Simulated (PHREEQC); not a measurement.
A made-up water analysis in mg/kgw, 25 °C, pH 6.47: Na 4050; K 306; Ca 107; Mg 138; Cl 3320; S(6) as SO4 180; Alkalinity as HCO3 113; Si as SiO2 51.7.

Valence states are taken as typed.

Equilibrium calculation in PHREEQC: Pitzer model, pitzer.dat.

This is a speciation only: nothing precipitates in the calculation.

Problem. Estimate the specific conductance, density, charge-balance error.

Solution. specific conductance 14100 µS/cm; density 1.004 g/cm³; charge-balance error 33.8 %.

Problem. In which forms is C present?

Solution. HCO3- 62 %, CO2 38 % of the C.
